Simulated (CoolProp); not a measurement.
Vapour-liquid equilibrium of isobutane (1) + n-butane (2) at 369.9 K; x and y are mole fractions of (1).

The numbers come from the multi-fluid Helmholtz-energy mixture model, Bücker 2006 and Bücker 2006; pair parameters Kunz 2012 in CoolProp.

```csv
x,"bubble pressure, mixture model (bar)","bubble pressure, Raoult's law (bar)","y, mixture model","y, Raoult's law"
0.05,14.52,14.53,0.059,0.064
0.15,14.93,14.97,…,0.187
0.25,15.34,15.41,0.284,0.303
0.35,…,15.85,0.390,0.413
0.45,16.19,16.28,…,0.517
0.55,16.62,16.72,0.592,0.615
0.65,…,17.16,0.688,0.708
0.75,…,17.60,0.780,0.797
0.85,…,18.03,0.870,0.881
0.95,18.45,18.47,0.957,0.961
```

Fill in the missing entries.


- 0.15, y, mixture model: 0.174
- 0.35, bubble pressure, mixture model (bar): 15.76
- 0.45, y, mixture model: 0.493
- 0.65, bubble pressure, mixture model (bar): 17.06
- 0.75, bubble pressure, mixture model (bar): 17.51
- 0.85, bubble pressure, mixture model (bar): 17.97

The largest gap from Raoult's law is -0.6 % in bubble pressure, at x = 0.55. No azeotrope shows between x = 0.05 and 0.95.

The pair parameters rest on a limited set of measurements; away from them the model extrapolates.
